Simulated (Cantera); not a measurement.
What does this Cantera script print?

```python
import numpy as np
import cantera as ct

gas_names = [...]  # 92 gases of nasa_gas.yaml made of C, H, N
cond_names = """
    C(gr) C6H6(L) C7H8(L) C8H18(L),n-octa
""".split()


# ... load() reads the species with a 1 bar reference pressure and builds the phases ...
atoms = {
    'C2H2': {'C': 2, 'H': 2},
    'NH3': {'N': 1, 'H': 3},
    'N2': {'N': 2},
}
top_T = {'C(gr)': 4500}  # K; cautious upper limits of use, not melting points


# ... equilibrate(T, P, feed) seeds the gas with the atoms and calls Mixture.equilibrate('TP', solver="vcs", rtol=1e-11, max_steps=5000) ...
results = []
feed = {'C2H2': 1, 'NH3': 0.013, 'N2': 6.9}  # mol
P = 101325  # Pa
for T in [975, 1175, 1375, 1575, 1775, 1975, 2175]:
    mix = equilibrate(T, P, feed)
    results.append((T, P, feed, dict(zip(mix.species_names, mix.species_moles))))

top = {s: max(r[3][s] / sum(r[3][g] for g in gas_names) for r in results) for s in gas_names}
cols = sorted((s for s in top if top[s] > 1e-06), key=lambda s: -top[s])[:7]
seen = [c for c in cond_names if any(r[3].get(c, 0) > 1e-12 for r in results)]
print("log10 of partial pressures in bar; condensed amounts in mol")
print(f"{'T/K':>10s}" + "".join(f"{s[:9]:>10s}" for s in cols + seen))
for T, P, feed, n in results:
    ng = sum(n[g] for g in gas_names)
    print(f"{T:10.4g}" + "".join(f"{np.log10(max(n[s] / ng * P / 1e5, 1e-99)):10.3f}" for s in cols)
          + "".join(f"{n.get(c, 0):10.4g}" for c in seen))
```

Result:

```
log10 of partial pressures in bar; condensed amounts in mol
       T/K        N2        H2       HCN       CH4         H       HNC C2H2,acet     C(gr)
       975    -0.053    -0.898    -5.939    -2.696    -9.391    -8.851   -10.142     1.984
      1175    -0.054    -0.887    -4.721    -3.492    -7.355    -7.079    -8.083     1.997
      1375    -0.054    -0.886    -3.864    -4.074    -5.908    -5.829    -6.636     1.998
      1575    -0.054    -0.886    -3.227    -4.513    -4.824    -4.899    -5.562     1.995
      1775    -0.055    -0.888    -2.737    -4.854    -3.983    -4.183    -4.735     1.985
      1975    -0.055    -0.894    -2.349    -5.131    -3.311    -3.615    -4.082     1.962
      2175    -0.057    -0.906    -2.038    -5.369    -2.764    -3.157    -3.557     1.918
```

Cantera equilibrium calculation (NASA polynomials, part measured and part estimated; ideal gas, pure solids and liquids).
